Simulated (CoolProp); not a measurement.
Fluorine along the isobar 4.12 MPa: Z from the reference equation and from simpler models built on Tc = 144.4 K, pc = 5.240 MPa, ω = 0.045; each cubic takes its own stable root.

Model: reference Helmholtz-energy equation of state, de Reuck 1990, in CoolProp.

```json
[
 {"T (K)": "143.3", "phase": "gas", "reference": "0.6314"},
 {"T (K)": "159", "phase": "gas", "reference": "0.7742"},
 {"T (K)": "174.6", "phase": "gas", "reference": "0.8440"},
 {"T (K)": "190.3", "phase": "gas", "reference": "0.8873"},
 {"T (K)": "206", "phase": "gas", "reference": "0.9164"},
 {"T (K)": "221.6", "phase": "gas", "reference": "0.9367"},
 {"T (K)": "237.3", "phase": "gas", "reference": "0.9518"},
 {"T (K)": "253", "phase": "gas", "reference": "0.9631"},
 {"T (K)": "268.7", "phase": "gas", "reference": "0.9718"},
 {"T (K)": "284.3", "phase": "gas", "reference": "0.9786"},
 {"T (K)": "300", "phase": "gas", "reference": "0.9841"}
]
```

**Question.** How far does each simpler model (Pitzer virial, Redlich-Kwong, Soave-Redlich-Kwong, Peng-Robinson) lie from the reference over these 11 states: mean and median of the absolute difference, and the worst?

**Answer.** 
- Pitzer virial: mean 1.8 %, median 0.1 %, worst +15.0 % at 143.3 K and 4.12 MPa
- Redlich-Kwong: mean 0.5 %, median 0.4 %, worst -0.7 % at 174.6 K and 4.12 MPa
- Soave-Redlich-Kwong: mean 0.4 %, median 0.4 %, worst +0.7 % at 300 K and 4.12 MPa
- Peng-Robinson: mean 1.8 %, median 1.4 %, worst -3.9 % at 143.3 K and 4.12 MPa
